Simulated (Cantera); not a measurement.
An isothermal, constant-pressure homogeneous reactor starts with 1.77 % H2, 98.2 % O2, equivalence ratio 0.0090, at 1250 K and 190 Pa.

Computed with Cantera and the H2/O2 subset of GRI-Mech 3.0, which has no nitrogen chemistry. Radical loss at walls, strong at low pressure, is not modelled.

One state of this run: x H2 = 0.000116; x O2 = 0.967; x OH = 0.00153; x HO2 = 1.73e-7; x H = 0.00105; x H2O2 = 4.32e-9. x: mole fraction; the columns are a selection and need not sum to one.

Q: Which value of t (s) does it belong to?
(A) 0.00390
(B) 0.000200
(C) 1.49
(D) 0.552

A: D, 0.552
